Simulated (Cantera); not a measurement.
Charge: 1 mol S, 0.071 mol SO2, 1.4 mol H2, at 1198 K and 1700000 Pa.

Equilibrium computed with Cantera from the NASA thermochemical tables; the gas is ideal and each condensed phase is pure. Candidate condensed phases: H2O, H2SO4, S; 19 gas species. Gases not in the tables: S3 to S7. Rates play no part.

Base state: H2S 0.756, H2 0.140, H2O 0.101, S2 0.00335, SH 7.80e-5 (mole fractions); condensed: gas only.

**Question.** What changes in the equilibrium state with this change: S replaced by CO2?

**Answer.** 
```tsv
species	before	after
H2O	0.101	0.292
H2	0.140	0.261
CO	0	0.228
H2S	0.756	0.0289
CO2	0	0.187
CH4	0	0.00171
COS	0	0.000804
S2	0.00335	1.40e-6
```
Further candidate phases: C, C6H6, C7H8, C8H18.
